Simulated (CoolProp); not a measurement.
Computed with CoolProp (reference Helmholtz-energy equation of state, Thol 2019).

Question: For tetradecamethylhexasiloxane (MD4M), give the phase and the Z, fugacity coefficient at 346.85 °C and 0.608 MPa; 346.85 °C and 0.893 MPa; 346.85 °C and 1.31 MPa.

Answer: 
- 346.85 °C and 0.608 MPa: liquid; Z 0.110, fugacity coefficient 0.600
- 346.85 °C and 0.893 MPa: liquid; Z 0.157, fugacity coefficient 0.430
- 346.85 °C and 1.31 MPa: liquid; Z 0.224, fugacity coefficient 0.315
